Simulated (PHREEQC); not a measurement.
Copper plating or etch bath (model solution)

Solution (20 °C): 110 mmol/kgw Cu(BF4)2 and 0.37 mmol/kgw H3BO3. Closed to the air; pH follows from the charge balance.

Model: ion-association model, wateq4f.dat, run in PHREEQC.

Precipitation was switched off in this run.

Task: What pH, activity of water does the model give?

Result: pH 2.51; activity of water 0.994.

Task: In which forms is Cu present?

Result: Cu+2 99 %, CuF+ 1.4 % of the Cu.

Complexes and solids missing from the database can't appear. Real BF4- forms and hydrolyses slowly; the run takes it at equilibrium.
